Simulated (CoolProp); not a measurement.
A closed Brayton cycle with nitrogen: compressor inlet 305.15 K and 3 MPa, high pressure 6.72 MPa, turbine inlet 630 K, compressor efficiency 0.8, turbine efficiency 0.9, recuperator effectiveness 0.9 (on enthalpy, no pinch check). Each further row changes one setting.

The numbers come from the reference Helmholtz-energy equation of state, Span 2000 in CoolProp.

```csv
case,thermal efficiency (%),net work (kJ/kg),compressor to turbine work,compressor exit (K),turbine exit (K)
as stated,14.6,20.3,0.84,404.6,515.7
turbine inlet 580 K,8.2,10.3,0.91,404.6,473.8
compressor inlet 315.15 K,12.2,16.7,0.87,417.8,515.7
high pressure 5.71 MPa,17.0,20.4,0.80,382.6,537.0
recuperator effectiveness 0.5,10.9,20.3,0.84,404.6,515.7
```
